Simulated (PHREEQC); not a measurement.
Consider water at 80 °C with 120 mmol/kgw TMAH, 0.085 mmol/kgw CO2 and 58 mmol/kgw K3PO4. Closed to the air; pH follows from the charge balance.

Computed with PHREEQC (ion-association model, wateq4f.dat).

```
quantity                   before    after
------------------------  -------  -------
pH                          11.53    11.79
ionic strength (mol/kgw)    0.436    0.570
HCO3- (mol/kgw)           1.01e-6  5.29e-7
```

Problem. Which change was made?
A) CO2 replaced by KHCO3 at the same molality
B) CO2 from 8.5e-05 to 9.35e-05 mol/kgw
C) TMAH from 0.12 to 0.24 mol/kgw
D) K3PO4 left out
E) 0.0027 mol/kgw KOH added

Solution. C, TMAH from 0.12 to 0.24 mol/kgw

Precipitation was switched off in this run. (CH3)4N+ isn't in the database: it is added as a free cation with an ion size of 4 Å. H3PO4, which wateq4f.dat lacks, is added to it with the constant of phreeqc.dat. At this temperature some constants are extrapolated from 25 °C, and those without enthalpy data are left unchanged.
